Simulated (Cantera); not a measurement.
An adiabatic, constant-pressure homogeneous reactor starts with 11.2 % CH4, 2.35 % H2, 18.2 % O2, 68.3 % N2, equivalence ratio 1.3, at 1050 K and 5.33 atm.

Computed with Cantera and GRI-Mech 3.0 (53 species, 325 reactions).

Question: Predict: time of steepest temperature rise; temperature at 0.400 s; equilibrium temperature; x(H2) at 0.400 s; x(O2) at 0.400 s; x(NO2) at 0.400 s; x(HCN) at 0.400 s.

Answer: 
```
Quantity                                                               Value
---------------------------------  -----------------------------------------
time of steepest temperature rise                                    7.84 ms
temperature at 0.400 s                                                2609 K
equilibrium temperature                                               2609 K
x(H2) at 0.400 s                       0.0425 (gas-phase equilibrium 0.0425)
x(O2) at 0.400 s                   0.000367 (gas-phase equilibrium 0.000367)
x(NO2) at 0.400 s                    8.14e-8 (gas-phase equilibrium 8.14e-8)
x(HCN) at 0.400 s                    2.64e-8 (gas-phase equilibrium 2.64e-8)
```
